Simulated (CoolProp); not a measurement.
A Linde-Hampson liquefier for dry air: isothermal reversible compression at 230 K from 1 atm to 5 MPa, throttling to 1 atm, return gas leaving the recuperator 0 K below the feed. Each further row changes one setting.

Values from CoolProp's reference Helmholtz-energy equation of state, Lemmon 2000. It is a pseudo-pure fit of the blend.

```
case                        liquid yield per pass  compression work (kJ/kg of gas)
--------------------------  ---------------------  -------------------------------
as stated                                   0.052                              253
high pressure 10 MPa                        0.103                              295
warm-end temperature 260 K                  0.037                              288
warm-end gap 5 K                            0.039                              253
```
